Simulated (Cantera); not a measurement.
An isothermal, constant-pressure homogeneous reactor starts with 67.7 % NO, 31.8 % N2, 0.494 % H2O, at 1575 K and 825 Torr.

Cantera simulation using GRI-Mech 3.0 (53 species, 325 reactions); the numbers are that mechanism's predictions, not measurements.

Predict: x(NO) at 200 s; x(O) at 200 s; x(N2O) at 200 s; x(NO2) at 200 s; x(O2) at 200 s; x(N2) at 200 s.


| Quantity | Result |
|---|---|
| x(NO) at 200 s | 0.0765 (gas-phase equilibrium 0.00202) |
| x(O) at 200 s | 5.63e-6 (gas-phase equilibrium 5.97e-6) |
| x(N2O) at 200 s | 2.07e-6 (gas-phase equilibrium 1.16e-7) |
| x(NO2) at 200 s | 0.000412 (gas-phase equilibrium 1.15e-5) |
| x(O2) at 200 s | 0.300 (gas-phase equilibrium 0.337) |
| x(N2) at 200 s | 0.618 (gas-phase equilibrium 0.656) |
